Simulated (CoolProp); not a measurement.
Vapour-liquid equilibrium of propylene (1) + R152A (2) at 15.5 kPa; x and y are mole fractions of (1).

Values from CoolProp's multi-fluid Helmholtz-energy mixture model, Lemmon 2013 and Outcalt 1996; pair parameters Bell 2016.

**Question.** Give the bubble temperature and the first vapour's composition at x = 0.5, 0.65, 0.8. Is there an azeotrope?

**Answer.** x = 0.5: 192.9 K, y = 0.839; x = 0.65: 192.3 K, y = 0.858; x = 0.8: 191.8 K, y = 0.886. No azeotrope shows between x = 0.05 and 0.95.

Pair parameters are fitted to limited data, so mixtures are less certain than the pure fluids.
